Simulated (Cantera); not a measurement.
**Silicon epitaxy and polysilicon growth: SiH₄ + H₂**

Input: 1 mol SiH₄, 33 mol H₂, at 375 Torr.

Cantera equilibrium calculation (NASA polynomials, part measured and part estimated; ideal gas, pure solids and liquids). Candidate condensed phases: Si; 9 gas species. Gases not in the tables: Si₂H₆ and higher silanes. Rates play no part.

From 1273 K to 1673 K the condensed part is Si(s). At 1723 K the condensed part is Si(l). The main Si-bearing gas is SiH₄ at 1273 K and SiH₂ at 1723 K.

```csv
T (K),x H₂,x H,x SiH₂,x SiH,x Si,x SiH₄,x SiH₃,n Si(s),n Si(l)
1273,1.000,1.01e-6,4.76e-8,2.46e-10,3.61e-11,3.70e-7,5.66e-10,1.000,0
1323,1.000,2.24e-6,1.13e-7,9.20e-10,1.77e-10,4.01e-7,1.15e-9,1.000,0
1373,1.000,4.71e-6,2.51e-7,3.12e-9,7.76e-10,4.33e-7,2.23e-9,1.000,0
1423,1.000,9.39e-6,5.26e-7,9.69e-9,3.05e-9,4.64e-7,4.12e-9,1.000,0
1473,1.000,1.79e-5,1.05e-6,2.78e-8,1.09e-8,4.96e-7,7.29e-9,1.000,0
1523,1.000,3.27e-5,2.01e-6,7.45e-8,3.61e-8,5.28e-7,1.24e-8,1.000,0
1573,1.000,5.75e-5,3.67e-6,1.87e-7,1.10e-7,5.59e-7,2.05e-8,1.000,0
1623,1.000,9.77e-5,6.47e-6,4.44e-7,3.13e-7,5.91e-7,3.27e-8,1.000,0
1673,1.000,0.000161,1.10e-5,9.99e-7,8.36e-7,6.22e-7,5.07e-8,1.000,0
1723,1.000,0.000258,1.70e-5,2.00e-6,1.97e-6,6.10e-7,7.16e-8,0,0.999
```
x: gas mole fraction; n: condensed amount in mol.
